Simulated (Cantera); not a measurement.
Thermodynamics of sublimation and decomposition of ceramics, feed TiC + C + H2

Input: 1 mol TiC, 0.005 mol C, 0.42 mol H2, held at 1 atm.

Equilibrium computed with Cantera from the NASA thermochemical tables; the gas is ideal and each condensed phase is pure. Candidate condensed phases: C, C6H6, C7H8, C8H18, Ti, TiC; 89 gas species. Ions and electrons are included (thermal ionisation). TiC: taken at fixed stoichiometry. Equilibrium is a limit: real reactors are often held back by kinetics, nucleation or transport.

| T (°C) | log p H2 | log p H | log p Ti | log p C | log p C3 | log p C2 | log p C2H | log p C2H2 (acetylene) | log p Ti+ | log p e- | n TiC(s) | n TiC(l) |
|---|---|---|---|---|---|---|---|---|---|---|---|---|
| 2727 | -0.07 | -0.83 | -3.07 | -4.78 | -4.96 | -5.47 | -3.78 | -2.24 | -5.84 | -5.84 | 1.000 | 0 |
| 3227 | -0.27 | -0.36 | -1.57 | -3.01 | -3.00 | -3.46 | -2.51 | -1.91 | -4.18 | -4.20 | 0 | 0.985 |
| 3727 | -0.96 | -0.28 | -0.60 | -1.63 | -1.34 | -1.83 | -1.70 | -2.07 | -2.97 | -3.07 | 0 | 0.729 |
| 4227 | -2.04 | -0.48 | -0.37 | -0.93 | -1.19 | -1.32 | -2.10 | -3.49 | -2.34 | -2.42 | 0 | 0 |
| 4727 | -2.63 | -0.50 | -0.43 | -0.61 | -1.79 | -1.39 | -2.77 | -4.83 | -1.96 | -1.99 | 0 | 0 |
log p: log10 of the partial pressure in bar; n: condensed amount in mol.

At 2727 °C the condensed part is TiC(s). From 3227 °C to 3727 °C the condensed part is TiC(l). From 4227 °C to 4727 °C nothing is condensed. The main Ti-bearing gas is Ti throughout.
